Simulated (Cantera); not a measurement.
Mixture: CH₄ : H₂ : O₂ : N₂ = 1 : 0.1 : 2.36 : 8.86 (molar parts), equivalence ratio 0.87, at 7200 Torr, adiabatic and at constant pressure. Ignition delay is the time to a rise of 400 K.

Detailed kinetics in Cantera: GRI-Mech 3.0 (53 species, 325 reactions).

Problem. What does this change do: pressure from 7200 Torr to 18800 Torr?

Solution. 
| quantity | before | after |
|---|---|---|
| delay at 1048 K | 8.99 ms | 4.53 ms |
| delay at 1098 K | 4.54 ms | 2.08 ms |
| delay at 1148 K | 2.61 ms | 1.08 ms |
| delay at 1198 K | 1.61 ms | 0.615 ms |
| delay at 1248 K | 1.02 ms | 0.377 ms |
| delay at 1298 K | 0.659 ms | 0.242 ms |
| delay at 1348 K | 0.425 ms | 0.160 ms |
| apparent activation energy between 1248 and 1348 K | 120 kJ/mol | 120 kJ/mol |
The pressure lies above the range GRI-Mech 3.0 was tuned for (to about 10 atm).

Problem. What does this change do: pressure from 7200 Torr to 1500 Torr?

Solution. 
| quantity | before | after |
|---|---|---|
| delay at 1048 K | 8.99 ms | 40.6 ms |
| delay at 1098 K | 4.54 ms | 24.2 ms |
| delay at 1148 K | 2.61 ms | 14.4 ms |
| delay at 1198 K | 1.61 ms | 8.49 ms |
| delay at 1248 K | 1.02 ms | 4.98 ms |
| delay at 1298 K | 0.659 ms | 2.94 ms |
| delay at 1348 K | 0.425 ms | 1.75 ms |
| apparent activation energy between 1248 and 1348 K | 120 kJ/mol | 150 kJ/mol |

Problem. What does this change do: pressure from 7200 Torr to 900 Torr?

Solution. 
```json
[
 {"quantity": "delay at 1048 K", "before": "8.99 ms", "after": "72.3 ms"},
 {"quantity": "delay at 1098 K", "before": "4.54 ms", "after": "42.0 ms"},
 {"quantity": "delay at 1148 K", "before": "2.61 ms", "after": "24.0 ms"},
 {"quantity": "delay at 1198 K", "before": "1.61 ms", "after": "13.6 ms"},
 {"quantity": "delay at 1248 K", "before": "1.02 ms", "after": "7.72 ms"},
 {"quantity": "delay at 1298 K", "before": "0.659 ms", "after": "4.44 ms"},
 {"quantity": "delay at 1348 K", "before": "0.425 ms", "after": "2.60 ms"},
 {"quantity": "apparent activation energy between 1248 and 1348 K", "before": "120 kJ/mol", "after": "150 kJ/mol"}
]
```
